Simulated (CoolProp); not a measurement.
Properties of toluene along the isobar 0.101 MPa.

Values from CoolProp's reference Helmholtz-energy equation of state, Lemmon 2006. It is a short technical equation, of lower accuracy than the large ones.

```tsv
T (K)	phase	cp (kJ/(kg K))	expansivity (1/kK)
494.2	gas	1.847	2.139
502.6	gas	1.872	2.096
511	gas	1.896	2.056
519.3	gas	1.920	2.017
527.7	gas	1.944	1.980
536.1	gas	1.968	1.945
544.5	gas	1.991	1.910
552.9	gas	2.014	1.878
561.3	gas	2.037	1.846
569.7	gas	2.059	1.816
578.1	gas	2.081	1.786
586.4	gas	2.102	1.758
594.8	gas	2.124	1.731
603.2	gas	2.144	1.705
611.6	gas	2.165	1.679
620	gas	2.185	1.655
```
